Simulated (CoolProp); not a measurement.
Vapour-liquid equilibrium of m-xylene (1) + n-nonane (2) at 331.1 K; x and y are mole fractions of (1).

Values from CoolProp's multi-fluid Helmholtz-energy mixture model, Zhou 2012 and Lemmon 2006; pair parameters Bell 2016.

```json
[
 {"x": "0.05", "bubble pressure, mixture model (MPa)": "0.003876", "bubble pressure, Raoult's law (MPa)": "0.003724", "y, mixture model": "[?]", "y, Raoult's law": "0.081"},
 {"x": "0.2", "bubble pressure, mixture model (MPa)": "[?]", "bubble pressure, Raoult's law (MPa)": "0.004086", "y, mixture model": "0.355", "y, Raoult's law": "0.295"},
 {"x": "0.35", "bubble pressure, mixture model (MPa)": "0.005044", "bubble pressure, Raoult's law (MPa)": "0.004449", "y, mixture model": "[?]", "y, Raoult's law": "0.473"},
 {"x": "0.5", "bubble pressure, mixture model (MPa)": "0.005415", "bubble pressure, Raoult's law (MPa)": "0.004811", "y, mixture model": "0.628", "y, Raoult's law": "0.625"},
 {"x": "0.65", "bubble pressure, mixture model (MPa)": "[?]", "bubble pressure, Raoult's law (MPa)": "0.005173", "y, mixture model": "0.731", "y, Raoult's law": "0.756"},
 {"x": "0.8", "bubble pressure, mixture model (MPa)": "[?]", "bubble pressure, Raoult's law (MPa)": "0.005535", "y, mixture model": "0.834", "y, Raoult's law": "0.870"},
 {"x": "0.95", "bubble pressure, mixture model (MPa)": "0.006004", "bubble pressure, Raoult's law (MPa)": "0.005897", "y, mixture model": "0.953", "y, Raoult's law": "0.969"}
]
```

Task: Some entries are withheld; supply them.

Result: 
- 0.05, y, mixture model: 0.115
- 0.2, bubble pressure, mixture model (MPa): 0.004547
- 0.35, y, mixture model: 0.510
- 0.65, bubble pressure, mixture model (MPa): 0.005692
- 0.8, bubble pressure, mixture model (MPa): 0.005891

The largest gap from Raoult's law is +13.4 % in bubble pressure, at x = 0.35. No azeotrope shows between x = 0.05 and 0.95.

Pair parameters are fitted to limited data, so mixtures are less certain than the pure fluids.
